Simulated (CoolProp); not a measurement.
R1224YDZ along the isobar 1.01 bar: fugacity coefficient from the reference equation and from simpler models built on Tc = 428.7 K, pc = 33.34 bar, ω = 0.325; each cubic takes its own stable root.

The numbers come from the reference Helmholtz-energy equation of state, Akasaka 2023 in CoolProp.

```csv
T (K),phase,reference,van der Waals,Redlich-Kwong,Soave-Redlich-Kwong,Peng-Robinson
193.5,liquid,0.002618,0.4353,0.01610,0.002832,0.003238
199.3,liquid,0.004618,0.5379,0.02572,0.004922,0.005542
205.1,liquid,0.007837,0.6565,0.03972,0.008248,0.009160
210.9,liquid,0.01284,0.7922,0.05948,0.01337,0.01466
216.8,liquid,0.02051,0.9489,0.08717,0.02119,0.02297
222.6,liquid,0.03157,0.9599,0.1237,0.03239,0.03474
228.4,liquid,0.04729,0.9621,0.1716,0.04826,0.05128
234.2,liquid,0.06910,0.9641,0.2330,0.07023,0.07398
240.1,liquid,0.09929,0.9660,0.3118,0.1006,0.1051
245.9,liquid,0.1388,0.9678,0.4079,0.1403,0.1456
251.7,liquid,0.1903,0.9694,0.5249,0.1921,0.1980
257.5,liquid,0.2563,0.9709,0.6654,0.2584,0.2648
263.3,liquid,0.3395,0.9723,0.8319,0.3420,0.3487
269.2,liquid,0.4447,0.9736,0.9628,0.4480,0.4545
```

At some of these states van der Waals, Redlich-Kwong gives the other phase, because its saturation line lies elsewhere.
